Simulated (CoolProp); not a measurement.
Vapour-liquid equilibrium of n-heptane (1) + m-xylene (2) at 314.3 K; x and y are mole fractions of (1).

Computed with CoolProp (multi-fluid Helmholtz-energy mixture model, Span 2003 and Zhou 2012; pair parameters Bell 2016).

```csv
x,bubble pressure (bar),y at the bubble point,dew pressure at overall composition x (bar),liquid density (mol/L)
0.05,0.03459,0.260,0.02808,7.893
0.15,0.04812,0.519,0.03085,7.746
0.25,0.05978,0.652,0.03420,7.604
0.35,0.07019,0.737,0.03835,7.465
0.45,0.07981,0.798,0.04360,7.329
0.55,0.08897,0.847,0.05042,7.198
0.65,0.09791,0.887,0.05953,7.069
0.75,0.1068,0.923,0.07207,6.944
0.85,0.1158,0.956,0.08966,6.822
0.95,0.1250,0.986,0.1142,6.703
```

No azeotrope shows between x = 0.05 and 0.95.

Pair parameters are fitted to limited data, so mixtures are less certain than the pure fluids.
